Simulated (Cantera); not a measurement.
A Cantera script and what it prints.

```python
import numpy as np
import cantera as ct

gas_names = """
    H HO2 H2 H2O H2O2 O OH O2 O3 Zr ZrO ZrO2
""".split()
cond_names = """
    H2O(s) H2O(L) Zr(a) Zr(b) Zr(L) ZrO2(a) ZrO2(b) ZrO2(L)
""".split()


# ... load() reads the species with a 1 bar reference pressure and builds the phases ...
atoms = {
    'ZrO2': {'Zr': 1, 'O': 2},
    'H2': {'H': 2},
    'H2O': {'H': 2, 'O': 1},
}
top_T = {}  # K; cautious upper limits of use, not melting points


# ... equilibrate(T, P, feed) seeds the gas with the atoms and calls Mixture.equilibrate('TP', solver="vcs", rtol=1e-11, max_steps=5000) ...
results = []
feed = {'ZrO2': 1, 'H2': 66, 'H2O': 0.43}  # mol
T = 2175  # K
P = 4600  # Pa
mix = equilibrate(T, P, feed)
results.append((T, P, feed, dict(zip(mix.species_names, mix.species_moles))))
x = sorted(zip(gas.X, gas.species_names), reverse=True)
print(f"T = {T:g} K  P = {P:g} Pa  gas = {mix.phase_moles(0):.4g} mol")
print("   x: " + "  ".join(f"{s} {v:.3e}" for v, s in x if v > 0.001))
print("   condensed (mol): " + ("  ".join(f"{mix.phase(i).name} {mix.phase_moles(i):.4g}"
      for i in range(1, mix.n_phases) if mix.phase_moles(i) > 1e-12) or "none"))
```

Output:

```
T = 2175 K  P = 4600 Pa  gas = 67.18 mol
   x: H2 9.712e-01  H 2.243e-02  H2O 6.380e-03
   condensed (mol): ZrO2(b) 1
```

These are equilibrium values from Cantera (NASA tables, ideal gas, pure condensed phases), not measurements of a reactor.
